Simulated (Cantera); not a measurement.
Input: 1 mol V, 0.47 mol O2, 2.2 mol N2, at 1330 Pa.

Method: chemical equilibrium by Gibbs-energy minimisation in Cantera with the NASA 1993 tables (ideal gas, pure condensed phases). Candidate condensed phases: V, VN, VO, V2O3, V2O4, V2O5; 13 gas species. Each liquid is taken as pure. Mutual solubility and eutectic melting of coexisting phases are not modelled. VO: taken at fixed stoichiometry. Condensed phases not in the tables: V2N, N, O or C dissolved in the metal. Rates play no part.

### Question
At 2100 °C, list the 4 most abundant gas species with their mole fractions, and the condensed phases.

### Answer
N2 0.969, V 0.0177, VO 0.0119, VO2 0.00109. Condensed: V(l) + VO(l).
